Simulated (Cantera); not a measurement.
A closed system holds: 1 mol C₂F₆, 7 mol H₂, at 10.0 Torr.

Cantera equilibrium calculation (NASA polynomials, part measured and part estimated; ideal gas, pure solids and liquids). Candidate condensed phases: C, C₆H₆, C₇H₈, C₈H₁₈; 95 gas species. The feed counts by its element totals alone. Kinetics and transport are ignored. All values below are at 1748 K.

Base state: HF 0.600, H₂ 0.399, H 0.00125, C₂H₂ (acetylene) 4.51e-5 (mole fractions); condensed: C(graphite).

Q: What changes in the equilibrium state with this change: C₂F₆ replaced by CH₃Cl?

A: 
| species | before | after |
|---|---|---|
| H₂ | 0.399 | 0.887 |
| HCl | 0 | 0.111 |
| H | 0.00125 | 0.00186 |
| HF | 0.600 | 0 |
| Cl | 0 | 0.000180 |
| C₂H₂ (acetylene) | 4.51e-5 | 0.000100 |
| C(graphite), mol | 2.00 | 0.998 |

Q: What changes in the equilibrium state with this change: pressure from 10.0 Torr to 353 Torr?

A: 
```
species            before     after
----------------  -------  --------
HF                  0.600     0.600
H₂                  0.399     0.400
H                 0.00125  0.000211
CH₄               1.95e-6   6.91e-5
C₂H₂ (acetylene)  4.51e-5   4.51e-5
C(graphite), mol     2.00      2.00
```
